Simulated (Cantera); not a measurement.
**Hydrocarbon pyrolysis for carbon deposition**

An isothermal, constant-pressure homogeneous reactor starts with 26.3 % C2H4, 73.7 % H2, at 1600 K and 0.0464 atm.

Computed with Cantera and GRI-Mech 3.0 (53 species, 325 reactions). GRI-Mech 3.0 was tuned for natural gas; its chemistry of ethylene as a main component is partial and can be far from experiment. GRI-Mech 3.0 stops at C3 and has no aromatics, soot or wall deposition, so with more carbon than oxygen in the feed, carbon stays in small species such as C2H2 where larger ones or solid carbon would form. Radical loss at walls, strong at low pressure, is not modelled.

```
t (s)       x C2H4   x H2       x H     x CH3     x C2H     x CH4     x CH2
--------  --------  -----  --------  --------  --------  --------  --------
8.00e-5      0.263  0.737   2.66e-7  1.33e-10    <1e-12  1.86e-10  2.50e-11
0.000157     0.263  0.737   5.23e-7  3.99e-10  1.20e-12   1.14e-9  6.06e-11
0.000308     0.262  0.737   1.03e-6   1.15e-9  4.67e-12   6.54e-9  1.32e-10
0.000604     0.261  0.737   2.02e-6   3.38e-9  1.83e-11   3.71e-8  2.72e-10
0.00118      0.258  0.738   3.99e-6   1.01e-8  7.31e-11   2.15e-7  5.44e-10
0.00232      0.253  0.739   7.84e-6   2.89e-8  2.96e-10   1.22e-6   1.06e-9
0.00456      0.241  0.742   1.46e-5   7.18e-8   1.17e-9   6.32e-6   1.88e-9
0.00894      0.215  0.747   2.22e-5   1.31e-7   3.81e-9   2.58e-5   2.56e-9
0.0175       0.169  0.756   2.68e-5   1.68e-7   8.87e-9   7.21e-5   2.39e-9
0.0344       0.104  0.770   3.19e-5   2.08e-7   1.75e-8  0.000145   1.72e-9
0.0675      0.0366  0.784   4.69e-5   3.28e-7   3.60e-8  0.000233  8.91e-10
0.132      0.00232  0.791  0.000130   9.93e-7   1.14e-7  0.000294  3.05e-10
0.260     0.000850  0.791  0.000226   1.92e-6   1.99e-7  0.000330  6.09e-10
0.510     0.000850  0.791  0.000226   2.36e-6   1.99e-7  0.000405  7.26e-10
1.00      0.000850  0.791  0.000226   3.21e-6   1.99e-7  0.000552  9.53e-10
```
x: mole fraction; the columns are a selection and need not sum to one.

Equilibrium at this temperature and pressure: C2H4 0.000844, H2 0.788, H 0.000224, CH3 2.66e-5, C2H 1.97e-7, CH4 0.00461, CH2 7.06e-9 (gas phase only).
